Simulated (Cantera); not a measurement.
Low-pressure radical oxidation in H2/O2

An isothermal, constant-pressure homogeneous reactor starts with 30.6 % H2, 69.4 % O2, equivalence ratio 0.22, at 1325 K and 0.0263 atm.

Cantera simulation using GRI-Mech 3.0 (53 species, 325 reactions); the numbers are that mechanism's predictions, not measurements. Radical loss at walls, strong at low pressure, is not modelled. The temperature is held fixed by assumption; the heat of reaction is taken as removed at once.

```tsv
t (s)	x H2	x O2	x H	x HO2	x H2O2	x H2O	x O
9.00e-6	0.306	0.694	2.76e-8	2.98e-8	1.79e-11	3.49e-9	5.63e-9
7.46e-5	0.306	0.694	1.50e-6	2.50e-7	1.21e-9	1.93e-6	6.78e-7
0.000618	0.0201	0.536	0.105	1.48e-5	6.90e-7	0.229	0.0920
0.00512	0.00675	0.612	0.0151	1.78e-5	9.42e-7	0.330	0.0246
0.0424	9.84e-5	0.639	2.48e-5	1.81e-6	1.56e-7	0.360	0.000346
0.352	3.70e-6	0.639	1.88e-7	1.19e-7	1.77e-8	0.360	1.34e-5
2.91	4.51e-7	0.639	8.19e-9	7.97e-8	3.54e-9	0.361	1.65e-6
24.1	3.73e-7	0.639	6.16e-9	8.36e-8	3.12e-9	0.361	1.36e-6
200	3.73e-7	0.639	6.16e-9	8.36e-8	3.12e-9	0.361	1.36e-6
```
x: mole fraction; the columns are a selection and need not sum to one.

Equilibrium at this temperature and pressure: H2 3.73e-7, O2 0.639, H 6.16e-9, HO2 8.36e-8, H2O2 3.12e-9, H2O 0.361, O 1.36e-6 (gas phase only).
